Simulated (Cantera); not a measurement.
# Silicon etching in halogen gases: Si + HBr + H2

A closed system holds: 1 mol Si, 4.1 mol HBr, 9.2 mol H2, held at 750 Torr.

Cantera equilibrium calculation (NASA polynomials, part measured and part estimated; ideal gas, pure solids and liquids). Candidate condensed phases: Br2, Si; 19 gas species. The tables' values for SiBr3 are old estimates; treat these amounts as uncertain. Equilibrium is a limit: real reactors are often held back by kinetics, nucleation or transport.

| T (K) | x H2 | x HBr | x SiBr4 | x SiBr2 | x SiHBr3 | x SiBr3 | x SiH2Br2 | n Si(s) |
|---|---|---|---|---|---|---|---|---|
| 550 | 0.911 | 0.00816 | 0.0813 | <1e-12 | 3.37e-5 | 3.92e-11 | 6.39e-9 | 0 |
| 650 | 0.910 | 0.00850 | 0.0809 | 3.46e-11 | 0.000365 | 1.34e-8 | 7.62e-7 | 0 |
| 750 | 0.909 | 0.00995 | 0.0795 | 2.70e-8 | 0.00178 | 8.18e-7 | 1.85e-5 | 0 |
| 850 | 0.905 | 0.0133 | 0.0763 | 2.96e-6 | 0.00483 | 1.54e-5 | 0.000143 | 0 |
| 950 | 0.900 | 0.0186 | 0.0714 | 9.10e-5 | 0.00907 | 0.000133 | 0.000542 | 0 |
| 1050 | 0.891 | 0.0278 | 0.0651 | 0.00106 | 0.0127 | 0.000636 | 0.00117 | 0.00568 |
| 1150 | 0.873 | 0.0504 | 0.0569 | 0.00438 | 0.0119 | 0.00166 | 0.00119 | 0.0544 |
| 1250 | 0.848 | 0.0796 | 0.0442 | 0.0133 | 0.0102 | 0.00334 | 0.00111 | 0.0917 |
| 1350 | 0.819 | 0.110 | 0.0278 | 0.0302 | 0.00730 | 0.00501 | 0.000918 | 0.0870 |
| 1450 | 0.794 | 0.132 | 0.0129 | 0.0506 | 0.00417 | 0.00538 | 0.000647 | 0.0393 |
| 1550 | 0.780 | 0.143 | 0.00463 | 0.0645 | 0.00195 | 0.00432 | 0.000395 | 0 |
x: gas mole fraction; n: condensed amount in mol.

From 550 K to 950 K nothing is condensed. From 1050 K to 1450 K the condensed part is Si(s). At 1550 K nothing is condensed. The main Si-bearing gas is SiBr4 at 550 K and SiBr2 at 1550 K.
